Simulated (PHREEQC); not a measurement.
0.011 g of hydrous ferric oxide (600 m²/g; 0.2 weak and 0.005 strong sites per Fe, Dzombak-Morel constants, diffuse double layer) in 1 kg of water with 0.01 mol/kgw of an inert sodium salt and 2.8e-06 mol CuSO4 and 4.9e-07 mol Ag2SO4, at 25 °C; the pH is set by adding NaOH or the inert anion's acid. Oxygen is held at 0.21 atm. No CO2 enters from the air. Nothing may precipitate in this run.

The series has 13 steps of pH, from 4 to 10.

Model: ion-association model, wateq4f.dat, run in PHREEQC.

Task: Near which pH is half of the S sorbed, and on which side is more sorbed?

Result: Near pH 5.5, with more sorbed at lower pH.

Task: Near which pH is half of the Cu sorbed, and on which side is more sorbed?

Result: Near pH 6.0, with more sorbed at higher pH.

Task: Near which pH is half of the Ag sorbed, and on which side is more sorbed?

Result: Near pH 9.6, with more sorbed at higher pH.

The database's constant for dissolved Cu(OH)2 is higher than later reviews accept.
